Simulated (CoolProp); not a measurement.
R404A along the isotherm 394.9 K: fugacity coefficient from the reference equation and from simpler models built on Tc = 345.3 K, pc = 3.735 MPa, ω = 0.293; each cubic takes its own stable root.

Computed with CoolProp (reference Helmholtz-energy equation of state, Lemmon 2003). It is a pseudo-pure fit of the blend.

| p (MPa) | phase | reference | Redlich-Kwong | Soave-Redlich-Kwong |
|---|---|---|---|---|
| 0.0295 | gas | 0.9982 | 0.9982 | 0.9983 |
| 0.056 | gas | 0.9966 | 0.9966 | 0.9968 |
| 0.106 | gas | 0.9936 | 0.9935 | 0.9940 |
| 0.201 | gas | 0.9879 | 0.9877 | 0.9887 |
| 0.381 | gas | 0.9771 | 0.9767 | 0.9787 |
| 0.723 | gas | ? | 0.9560 | 0.9598 |
| 1.37 | gas | 0.9191 | ? | ? |
| 2.6 | gas | 0.8497 | 0.8466 | 0.8600 |
| 4.93 | supercritical | ? | 0.7193 | 0.7456 |
| 9.34 | supercritical | 0.5412 | ? | 0.5782 |

What belongs in the gaps?


- 0.723, reference: 0.9568
- 1.37, Redlich-Kwong: 0.9176
- 1.37, Soave-Redlich-Kwong: 0.9247
- 4.93, reference: 0.7266
- 9.34, Redlich-Kwong: 0.5344
